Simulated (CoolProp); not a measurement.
Model: reference Helmholtz-energy equation of state, Thol 2018, in CoolProp.

Q: For hydrogen chloride, give the phase and the density (kg/m³), cp (kJ/(kg K)), isothermal compressibility (1/MPa), expansivity (1/kK) at 377.8 K and 50.4 bar; 487.1 K and 50.4 bar; 541.8 K and 50.4 bar.

A: 
- 377.8 K and 50.4 bar: gas; density 68.6, cp 1.08, isothermal compressibility 0.234, expansivity 4.31
- 487.1 K and 50.4 bar: gas; density 48.3, cp 0.896, isothermal compressibility 0.210, expansivity 2.53
- 541.8 K and 50.4 bar: gas; density 42.5, cp 0.873, isothermal compressibility 0.206, expansivity 2.15
